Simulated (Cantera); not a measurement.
N2O furnace oxynitridation

An isothermal, constant-pressure homogeneous reactor starts with N2O : H2O = 1 : 0.043 (molar parts), at 1275 K and 0.00620 bar.

Cantera simulation using GRI-Mech 3.0 (53 species, 325 reactions); the numbers are that mechanism's predictions, not measurements. GRI-Mech 3.0 was tuned for natural gas; its chemistry of N2O as a main component is partial and can be far from experiment. Radical loss at walls, strong at low pressure, is not modelled. The mechanism lacks the step 2 NO + O2 → 2 NO2, which can matter for NO2 below about 1400 K. The temperature is held fixed by assumption; the heat of reaction is taken as removed at once.

```
t (s)     x N2O   x H2O      x H2      x O      x NO
--------  -----  ------  --------  -------  --------
0.000200  0.959  0.0412    <1e-12  1.48e-6   5.42e-8
0.000446  0.959  0.0412    <1e-12  2.82e-6   2.42e-7
0.000993  0.959  0.0412  1.90e-12  4.62e-6   9.77e-7
0.00221   0.959  0.0412  3.13e-11  5.95e-6   3.31e-6
0.00493   0.959  0.0412  3.62e-10  6.25e-6   9.19e-6
0.0110    0.959  0.0412   3.11e-9  6.25e-6   2.24e-5
0.0245    0.958  0.0412   1.94e-8  6.23e-6   5.17e-5
0.0546    0.957  0.0412   8.03e-8  6.20e-6  0.000115
0.122     0.956  0.0412   2.04e-7  6.19e-6  0.000245
0.271     0.952  0.0411   3.20e-7  6.15e-6  0.000519
0.604     0.944  0.0410   2.96e-7  6.05e-6   0.00111
1.35      0.926  0.0407   1.92e-7  5.86e-6   0.00241
3.00      0.887  0.0402   1.38e-7  5.66e-6   0.00532
```
x: mole fraction; the columns are a selection and need not sum to one.

Equilibrium at this temperature and pressure: N2O 1.82e-9, H2O 0.0279, H2 3.46e-8, O 8.12e-7, NO 0.000380 (gas phase only).
